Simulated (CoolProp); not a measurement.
Model: reference Helmholtz-energy equation of state, Gao 2016, in CoolProp.

Problem. For sulfur dioxide, give the phase and the Z, Joule-Thomson coefficient (K/MPa), fugacity coefficient at 490 K and 7.17 MPa; 490 K and 8.96 MPa; 490 K and 10.8 MPa.

Solution. 
- 490 K and 7.17 MPa: gas; Z 0.776, Joule-Thomson coefficient 8.47, fugacity coefficient 0.810
- 490 K and 8.96 MPa: supercritical; Z 0.711, Joule-Thomson coefficient 8.06, fugacity coefficient 0.765
- 490 K and 10.8 MPa: supercritical; Z 0.642, Joule-Thomson coefficient 7.41, fugacity coefficient 0.720
